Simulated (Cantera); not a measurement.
Feed: 1 mol NH3, 2.4 mol H2O, 0.98 mol O2, held at 0.133 bar.

Cantera equilibrium calculation (NASA polynomials, part measured and part estimated; ideal gas, pure solids and liquids). Candidate condensed phases: H2O; 24 gas species. Equilibrium is a limit: real reactors are often held back by kinetics, nucleation or transport.

x: gas mole fraction; nothing condenses.

```
T (K)  x H2O      x H2    x N2     x OH       x H    x O2       x O
-----  -----  --------  ------  -------  --------  ------  --------
1823   0.839  0.000692   0.107  0.00263   3.12e-5  0.0489   9.13e-5
1923   0.837   0.00164   0.107  0.00459  0.000104  0.0486  0.000219
2023   0.831   0.00354   0.107  0.00757  0.000310  0.0485  0.000480
2123   0.822   0.00708   0.106   0.0119  0.000826  0.0486  0.000984
2223   0.808    0.0131   0.105   0.0179   0.00201  0.0494   0.00190
2323   0.785       [?]   0.104      [?]       [?]  0.0512       [?]
2423   0.752    0.0359   0.102   0.0365   0.00920  0.0540   0.00624
2523   0.707    0.0534  0.0995   0.0495    0.0176  0.0579    0.0107
2623   0.647    0.0744  0.0960   0.0649    0.0315  0.0627    0.0177
2723     [?]       [?]  0.0915      [?]       [?]  0.0675       [?]
2823   0.490     0.119  0.0861   0.0988    0.0838  0.0717    0.0436
```

**Question.** What belongs in the gaps?

**Answer.** 
- 2323, x H2: 0.0225
- 2323, x OH: 0.0260
- 2323, x H: 0.00447
- 2323, x O: 0.00351
- 2723, x H2O: 0.574
- 2723, x H2: 0.0971
- 2723, x OH: 0.0818
- 2723, x H: 0.0529
- 2723, x O: 0.0283
